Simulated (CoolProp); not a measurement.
CHF3 (R23) along the isotherm 319.2 K: fugacity coefficient from the reference equation and from simpler models built on Tc = 299.3 K, pc = 48.32 bar, ω = 0.263; each cubic takes its own stable root.

Model: reference Helmholtz-energy equation of state, Penoncello 2003, in CoolProp.

```
p (bar)          phase   reference  van der Waals  Redlich-Kwong  Soave-Redlich-Kwong
-------  -------------  ----------  -------------  -------------  -------------------
9.29               gas      0.9450         0.9515         0.9463           (withheld)
18.6               gas      0.8912         0.9031         0.8937               0.8973
27.9               gas      0.8386         0.8550         0.8421               0.8476
37.2               gas  (withheld)         0.8066         0.7913               0.7987
46.5               gas      0.7363         0.7574         0.7409               0.7505
55.8     supercritical      0.6859         0.7058         0.6903               0.7025
65       supercritical      0.6360         0.6505         0.6394           (withheld)
74.3     supercritical      0.5864         0.6001     (withheld)               0.6092
83.6     supercritical      0.5421         0.5592         0.5486               0.5685
92.9     supercritical      0.5049         0.5262         0.5140               0.5341
102      supercritical      0.4744         0.4997         0.4857               0.5058
112      supercritical      0.4463         0.4758         0.4598               0.4796
121      supercritical      0.4249         0.4579         0.4400               0.4596
```

Problem. Fill in the missing entries.

Solution. 
- 9.29, Soave-Redlich-Kwong: 0.9481
- 37.2, reference: 0.7870
- 65, Soave-Redlich-Kwong: 0.6552
- 74.3, Redlich-Kwong: 0.5903
